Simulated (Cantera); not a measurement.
Mixture: CH₄ : O₂ : N₂ = 1 : 1.33 : 5.01 (molar parts), equivalence ratio 1.5, at 2.90 bar, adiabatic and at constant volume. Ignition delay is the time to a rise of 400 K.

Computed with Cantera and GRI-Mech 3.0 (53 species, 325 reactions).

### Question
Predict: delay at 1200 K; delay at 1350 K; delay at 1500 K; delay at 1650 K; delay at 1800 K; apparent activation energy between 1650 and 1800 K.

### Answer
```
Property                                                Result
--------------------------------------------------  ----------
delay at 1200 K                                        20.4 ms
delay at 1350 K                                        3.05 ms
delay at 1500 K                                       0.577 ms
delay at 1650 K                                       0.138 ms
delay at 1800 K                                        43.3 µs
apparent activation energy between 1650 and 1800 K  190 kJ/mol
```
